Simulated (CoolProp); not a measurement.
Properties of normal hydrogen along the isotherm -200.45 °C.

The numbers come from the reference Helmholtz-energy equation of state, Leachman 2009 in CoolProp.

| p (bar) | phase | density (kg/m³) | Joule-Thomson coefficient (K/MPa) | isothermal compressibility (1/MPa) | viscosity (µPa s) | conductivity (mW/(m K)) |
|---|---|---|---|---|---|---|
| 0.102 | gas | 0.03402 | 2.575 | 98.06 | 3.24 | 51.3 |
| 0.155 | gas | 0.05171 | 2.574 | 64.54 | 3.24 | 51.3 |
| 0.233 | gas | 0.07774 | 2.573 | 42.94 | 3.24 | 51.3 |
| 0.352 | gas | 0.1175 | 2.572 | 28.43 | 3.24 | 51.4 |
| 0.531 | gas | 0.1773 | 2.569 | 18.85 | 3.24 | 51.5 |
| 0.801 | gas | 0.2676 | 2.566 | 12.51 | 3.24 | 51.6 |
| 1.21 | gas | 0.4046 | 2.561 | 8.286 | 3.24 | 51.8 |
| 1.82 | gas | 0.6093 | 2.553 | 5.516 | 3.25 | 52.0 |
| 2.75 | gas | 0.9225 | 2.540 | 3.657 | 3.26 | 52.4 |
| 4.15 | gas | 1.396 | 2.520 | 2.430 | 3.27 | 53.0 |
| 6.26 | gas | 2.115 | 2.486 | 1.618 | 3.29 | 53.8 |
| 9.44 | gas | 3.210 | 2.431 | 1.079 | 3.32 | 55.0 |
| 14.2 | supercritical | 4.873 | 2.339 | 0.7228 | 3.37 | 56.8 |
| 21.5 | supercritical | 7.472 | 2.179 | 0.4809 | 3.46 | 59.4 |
| 32.4 | supercritical | 11.43 | 1.917 | 0.3193 | 3.63 | 63.2 |

Viscosity comes from a separate model (Muzny 2013). Thermal conductivity comes from a separate model (Assael 2011).
